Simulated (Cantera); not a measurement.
Cantera run:

```python
import numpy as np
import cantera as ct

gas_names = [...]  # 95 gases of nasa_gas.yaml made of C, F, H
cond_names = """
    C(gr) C6H6(L) C7H8(L) C8H18(L),n-octa
""".split()


# ... load() reads the species with a 1 bar reference pressure and builds the phases ...
atoms = {
    'CH2F2': {'C': 1, 'H': 2, 'F': 2},
    'CH4': {'C': 1, 'H': 4},
    'H2': {'H': 2},
}
top_T = {'C(gr)': 4500}  # K; cautious upper limits of use, not melting points


# ... equilibrate(T, P, feed) seeds the gas with the atoms and calls Mixture.equilibrate('TP', solver="vcs", rtol=1e-11, max_steps=5000) ...
results = []
feed = {'CH2F2': 1, 'CH4': 0.57, 'H2': 6.7}  # mol
T = 1573.15  # K
P = 1000  # Pa
mix = equilibrate(T, P, feed)
results.append((T, P, feed, dict(zip(mix.species_names, mix.species_moles))))
x = sorted(zip(gas.X, gas.species_names), reverse=True)
print(f"T = {T:g} K  P = {P:g} Pa  gas = {mix.phase_moles(0):.4g} mol")
print("   x: " + "  ".join(f"{s} {v:.3e}" for v, s in x if v > 1e-05))
print("   condensed (mol): " + ("  ".join(f"{mix.phase(i).name} {mix.phase_moles(i):.4g}"
      for i in range(1, mix.n_phases) if mix.phase_moles(i) > 1e-12) or "none"))
```

Output:

```
T = 1573.15 K  P = 1000 Pa  gas = 9.842 mol
   x: H2 7.964e-01  HF 2.032e-01  H 3.634e-04  C2H2,acetylene 1.647e-05  CH4 1.163e-05
   condensed (mol): C(gr) 1.57
```

Cantera equilibrium calculation (NASA polynomials, part measured and part estimated; ideal gas, pure solids and liquids).
